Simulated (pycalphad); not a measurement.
CALPHAD calculation (pycalphad, COST 507 light-alloy database (1999)), 1 atm. The database dates from 1999; later assessments differ in places, in temperatures and in the compounds included.

Molar enthalpy of Al-2.56Si (at.%) in equilibrium (SER reference):

```json
[
 {"T (K)": "1850", "H (kJ/mol)": "58.46", "phases": "LIQUID"},
 {"T (K)": "1750", "H (kJ/mol)": "55.30", "phases": "LIQUID"},
 {"T (K)": "1650", "H (kJ/mol)": "52.13", "phases": "LIQUID"},
 {"T (K)": "1550", "H (kJ/mol)": "48.97", "phases": "LIQUID"},
 {"T (K)": "1450", "H (kJ/mol)": "45.81", "phases": "LIQUID"},
 {"T (K)": "1350", "H (kJ/mol)": "42.64", "phases": "LIQUID"},
 {"T (K)": "1250", "H (kJ/mol)": "39.48", "phases": "LIQUID"},
 {"T (K)": "1150", "H (kJ/mol)": "36.32", "phases": "LIQUID"},
 {"T (K)": "1050", "H (kJ/mol)": "33.16", "phases": "LIQUID"},
 {"T (K)": "1000", "H (kJ/mol)": "31.58", "phases": "LIQUID"},
 {"T (K)": "950", "H (kJ/mol)": "30.00", "phases": "LIQUID"},
 {"T (K)": "850", "H (kJ/mol)": "16.03", "phases": "FCC_A1 + DIAMOND_A4"},
 {"T (K)": "800", "H (kJ/mol)": "14.23", "phases": "FCC_A1 + DIAMOND_A4"},
 {"T (K)": "750", "H (kJ/mol)": "12.54", "phases": "FCC_A1 + DIAMOND_A4"},
 {"T (K)": "650", "H (kJ/mol)": "9.42", "phases": "FCC_A1 + DIAMOND_A4"},
 {"T (K)": "550", "H (kJ/mol)": "6.55", "phases": "FCC_A1 + DIAMOND_A4"}
]
```

Cooling from 950 K to 850 K, across the freezing range, releases 14.0 kJ/mol, or 517 J/g. The slope is 32 J/(mol K) in the liquid and 36 J/(mol K) just below the solidus, where it includes any heat of precipitation. Liquidus 918 K, solidus 850 K. Changes were sought between steps of 50 K, so a narrower field can be missed.

FCC_A1 is fcc; DIAMOND_A4 is diamond (Si).
